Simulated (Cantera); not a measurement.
A closed system holds: 1 mol CCl₄, 0.51 mol HCl, held at 3425 K and 0.00180 bar.

Cantera equilibrium calculation (NASA polynomials, part measured and part estimated; ideal gas, pure solids and liquids). Candidate condensed phases: C, C₆H₆, C₇H₈, C₈H₁₈; 91 gas species. The tables' values for CCl are old estimates; treat these amounts as uncertain. The numbers say what is thermodynamically allowed, not how fast it happens.

Base state: Cl 0.778, C 0.109, H 0.0871, C₃ 0.0128, C₂ 0.0126, HCl 0.000744, C₂H 5.86e-5, H₂ 5.54e-5 (mole fractions); condensed: gas only.

What changes in the equilibrium state with this change: temperature from 3425 K to 1625 K?


```csv
species,before,after
Cl,0.778,0.806
HCl,0.000744,0.121
Cl₂,3.31e-6,0.0724
C,0.109,<1e-9
H,0.0871,3.27e-7
C₃,0.0128,<1e-9
C₂,0.0126,<1e-9
C₂H,5.86e-5,<1e-9
CCl,3.64e-5,<1e-9
C₄,1.42e-5,<1e-9
"C(graphite), mol",0,1.000
```
